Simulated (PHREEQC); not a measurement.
A solution holds 0.031 mol CuCl2, 0.038 mol HNO3 and 0.0072 mol NaCl per kg of water, at 70 °C. Closed to the air; pH follows from the charge balance.

All values are PHREEQC results (ion-association model, wateq4f.dat), not measurements.

Each row changes one thing in this solution. No solid was allowed to form.

```
case                                              pH  ionic strength (mol/kgw)  Cl- (mol/kgw)  Cu+2 (mol/kgw)  CuCl+ (mol/kgw)  CuCl2 (mol/kgw)  SI of Tenorite (CuO)  SI of Cu(OH)2 (Cu(OH)2)
----------------------------------------------  ----  ------------------------  -------------  --------------  ---------------  ---------------  --------------------  -----------------------
as made                                         1.51                     0.120         0.0602          0.0223          0.00851         0.000220                 -5.23                    -6.26
NaCl left out                                   1.51                     0.115            ___          0.0229          0.00792              ___                 -5.22                    -6.24
NaCl from 0.0072 to 0.0036 mol/kgw              1.51                       ___         0.0570          0.0226          0.00822         0.000203                 -5.23                    -6.25
diluted 10-fold with water                      2.47                    0.0134        0.00670         0.00288              ___          9.18e-7                 -3.97                    -4.99
0.0031 mol/kgw H3PO4 added                      1.51                     0.121            ___          0.0223          0.00850         0.000220                 -5.25                    -6.27
HNO3 replaced by Ni(NO3)2 at the same molality  4.08                     0.195         0.0596          0.0232          0.00752         0.000170                 -0.16                    -1.18
NaCl replaced by Na2SO4 at the same molality    1.57                     0.123         0.0541          0.0223          0.00759         0.000176                 -5.12                    -6.14
HNO3 replaced by Ca(NO3)2 at the same molality  4.08                     0.198         0.0612          0.0231          0.00764         0.000177                 -0.16                    -1.18
```

Problem. Some entries are withheld; supply them.

Solution. 
- NaCl left out, Cl- (mol/kgw): 0.0537
- NaCl left out, CuCl2 (mol/kgw): 0.000185
- NaCl from 0.0072 to 0.0036 mol/kgw, ionic strength (mol/kgw): 0.118
- diluted 10-fold with water, CuCl+ (mol/kgw): 0.000217
- 0.0031 mol/kgw H3PO4 added, Cl- (mol/kgw): 0.0603

Some of these states are supersaturated (in Atacamite, for instance). H3PO4, which wateq4f.dat lacks, is added to it with the constant of phreeqc.dat. Away from 25 °C the constants follow the database's enthalpies or fits; those with neither stay at their 25 °C values. The database has no phosphate complexes of Cu.
